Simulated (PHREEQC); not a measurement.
Make-up at 45 °C: 66 mmol/kgw H2SO4, 34 mmol/kgw FeSO4 and 0.6 mmol/kgw MnSO4. Closed to the air; pH follows from the charge balance.

Equilibrium calculation in PHREEQC: ion-association model, phreeqc.dat.

This is a speciation only: nothing precipitates in the calculation.

Problem. Order these Fe species by the share of Fe that they hold, largest first: FeSO4, FeHSO4+, Fe+2.

Solution. Fe+2 (55 %), FeSO4 (30 %), FeHSO4+ (15 %)

The pH is 1.30 and the ionic strength 0.144 mol/kgw. At this temperature some constants are extrapolated from 25 °C, and those without enthalpy data are left unchanged.
